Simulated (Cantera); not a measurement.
**Thermodynamics of silicon carbide growth, feed SiHCl3 + C3H8 + H2**

Feed: 1 mol SiHCl3, 0.022 mol C3H8, 11 mol H2, held at 2250 °C and 0.240 bar.

These are equilibrium values from Cantera (NASA tables, ideal gas, pure condensed phases), not measurements of a reactor. Candidate condensed phases: C, C6H6, C7H8, C8H18, Si, SiC; 109 gas species. The tables' values for SiCl, SiCl3 are old estimates; treat these amounts as uncertain. Gases not in the tables: Si2H6 and higher silanes. Kinetics and transport are ignored.

```json
{
  "x(H2)": "0.740",
  "x(HCl)": "0.136",
  "x(H)": "0.0488",
  "x(SiCl2)": "0.0332",
  "x(Si)": "0.0214",
  "x(SiCl)": "0.00667",
  "x(Cl)": "0.00634",
  "x(Si2C)": "0.00292",
  "x(SiH)": "0.00231",
  "gas_amount": "13.88 mol",
  "log10 activity of Si(l) (absent)": "-0.04",
  "log10 activity of C(graphite) (absent)": "-0.61"
}
```
